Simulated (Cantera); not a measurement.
## Nb + O2 + H2 (tantalum, niobium, vanadium and zirconium in process gases)

A closed system holds: 1 mol Nb, 0.011 mol O2, 91 mol H2, at 105 Torr.

Equilibrium computed with Cantera from the NASA thermochemical tables; the gas is ideal and each condensed phase is pure. Candidate condensed phases: H2O, Nb, NbO, NbO2, Nb2O5; 12 gas species. Mutual solubility and eutectic melting of coexisting phases are not modelled. NbO: taken at fixed stoichiometry. Condensed phases not in the tables: N, O or C dissolved in the metal. Rates play no part.

| T (°C) | x H2 | x H | x H2O | x NbO | x OH | x NbO2 | n Nb(s) | n NbO(s) |
|---|---|---|---|---|---|---|---|---|
| 800 | 1.00 | 3.74e-8 | 3.10e-7 | <1e-12 | <1e-12 | <1e-12 | 0.978 | 0.0220 |
| 875 | 1.000 | 1.91e-7 | 1.05e-6 | <1e-12 | <1e-12 | <1e-12 | 0.978 | 0.0219 |
| 950 | 1.000 | 8.04e-7 | 3.07e-6 | <1e-12 | <1e-12 | <1e-12 | 0.978 | 0.0217 |
| 1025 | 1.000 | 2.86e-6 | 7.85e-6 | <1e-12 | <1e-12 | <1e-12 | 0.979 | 0.0213 |
| 1100 | 1.000 | 8.90e-6 | 1.81e-5 | <1e-12 | 2.87e-12 | <1e-12 | 0.980 | 0.0204 |
| 1175 | 1.000 | 2.46e-5 | 3.79e-5 | 1.28e-12 | 2.22e-11 | 3.05e-12 | 0.981 | 0.0185 |
| 1250 | 1.000 | 6.18e-5 | 7.38e-5 | 1.50e-11 | 1.41e-10 | 3.80e-11 | 0.985 | 0.0153 |
| 1325 | 1.000 | 0.000142 | 0.000135 | 1.38e-10 | 7.45e-10 | 3.72e-10 | 0.990 | 0.00975 |
| 1400 | 0.999 | 0.000304 | 0.000232 | 1.04e-9 | 3.39e-9 | 2.94e-9 | 0.999 | 0.000908 |
| 1475 | 0.999 | 0.000610 | 0.000242 | 4.17e-9 | 8.61e-9 | 7.84e-9 | 1.000 | 0 |
| 1550 | 0.999 | 0.00116 | 0.000242 | 1.43e-8 | 1.95e-8 | 1.78e-8 | 1.000 | 0 |
| 1625 | 0.998 | 0.00209 | 0.000241 | 4.44e-8 | 4.13e-8 | 3.79e-8 | 1.000 | 0 |
| 1700 | 0.996 | 0.00360 | 0.000241 | 1.26e-7 | 8.26e-8 | 7.59e-8 | 1.000 | 0 |
| 1775 | 0.994 | 0.00597 | 0.000240 | 3.31e-7 | 1.57e-7 | 1.44e-7 | 1.000 | 0 |
x: gas mole fraction; n: condensed amount in mol.

From 800 °C to 1400 °C the condensed part is Nb(s) + NbO(s). From 1475 °C to 1775 °C the condensed part is Nb(s).
